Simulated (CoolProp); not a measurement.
A simple Rankine cycle with c-C4F8 (RC318): condensing at 308.15 K, boiler at 1.86 MPa, turbine inlet 370.4 K, turbine efficiency 0.6, pump efficiency 0.6, no recuperator. Each further row changes one setting.

Values from CoolProp's reference Helmholtz-energy equation of state, Platzer 1990. This equation is an older, rougher fit; its heat capacities, sound speeds and derivatives of the liquid may be far off and weren't checked against measurements.

```csv
case,thermal efficiency (%),net work (kJ/kg),heat in (kJ/kg),turbine exit temperature (K),volume ratio over the turbine
as stated,6.4,8.54,134,338.3,5.88
turbine inlet 390.4 K,6.3,9.93,158,363.1,5.22
condensing temperature 300.15 K,7.2,10.3,…,335.1,…
boiler pressure 1.3 MPa,5.2,7.55,…,…,3.44
turbine efficiency 0.5,5.1,6.85,134,340.3,5.92
```

Question: Fill in the missing entries.

Answer: 
- condensing temperature 300.15 K, heat in (kJ/kg): 143
- condensing temperature 300.15 K, volume ratio over the turbine: 7.58
- boiler pressure 1.3 MPa, heat in (kJ/kg): 144
- boiler pressure 1.3 MPa, turbine exit temperature (K): 351.0
